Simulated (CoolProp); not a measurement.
Vapour-liquid equilibrium of n-decane (1) + n-dodecane (2) at 0.0261 MPa; x and y are mole fractions of (1).

Values from CoolProp's multi-fluid Helmholtz-energy mixture model, Lemmon 2006 and Lemmon 2004; pair parameters Bell 2016.

**Question.** Give the bubble temperature and the first vapour's composition at x = 0.2, 0.5, 0.95. Is there an azeotrope?

**Answer.** x = 0.2: 427.9 K, y = 0.447; x = 0.5: 414.8 K, y = 0.780; x = 0.95: 401.8 K, y = 0.986. No azeotrope shows between x = 0.05 and 0.95.

Pair parameters are fitted to limited data, so mixtures are less certain than the pure fluids.
